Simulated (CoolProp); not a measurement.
CH2F2 (R32) along the isotherm 161.85 °C: fugacity coefficient from the reference equation and from simpler models built on Tc = 78.1 °C, pc = 5783 kPa, ω = 0.277; each cubic takes its own stable root.

Computed with CoolProp (reference Helmholtz-energy equation of state, Tillner-Roth 1997).

```
p (kPa)          phase  reference  van der Waals  Peng-Robinson
-------  -------------  ---------  -------------  -------------
1080               gas     0.9672         0.9677         0.9660
2170               gas     0.9350         0.9353         0.9330
3250               gas     0.9039         0.9036         0.9015
4340               gas     0.8734         0.8719         0.8709
5420               gas     0.8440         0.8408         0.8418
6510     supercritical     0.8152         0.8097         0.8136
7590     supercritical     0.7875         0.7791         0.7870
8670     supercritical     0.7608         0.7489         0.7617
```
